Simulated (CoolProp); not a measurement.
Nitrous oxide along the isobar 10.4 MPa: fugacity coefficient from the reference equation and from simpler models built on Tc = 309.5 K, pc = 7.245 MPa, ω = 0.161; each cubic takes its own stable root.

Computed with CoolProp (reference Helmholtz-energy equation of state, Lemmon 2006). It is a short technical equation, of lower accuracy than the large ones.

| T (K) | phase | reference |
|---|---|---|
| 259 | liquid | 0.1998 |
| 270.7 | liquid | 0.2592 |
| 282.4 | liquid | 0.3258 |
| 294.1 | liquid | 0.3977 |
| 305.8 | liquid | 0.4726 |
| 317.5 | supercritical | 0.5469 |
| 329.3 | supercritical | 0.6129 |
| 341 | supercritical | 0.6616 |
| 352.7 | supercritical | 0.7000 |
| 364.4 | supercritical | 0.7321 |

Problem. How far does each simpler model (van der Waals, Soave-Redlich-Kwong, Peng-Robinson) lie from the reference over these 10 states: mean and median of the absolute difference, and the worst?

Solution. 
- van der Waals: mean 17.4 %, median 8.3 %, worst +61.0 % at 259 K and 10.4 MPa
- Soave-Redlich-Kwong: mean 2.5 %, median 2.6 %, worst +3.5 % at 270.7 K and 10.4 MPa
- Peng-Robinson: mean 1.9 %, median 1.8 %, worst -2.9 % at 341 K and 10.4 MPa
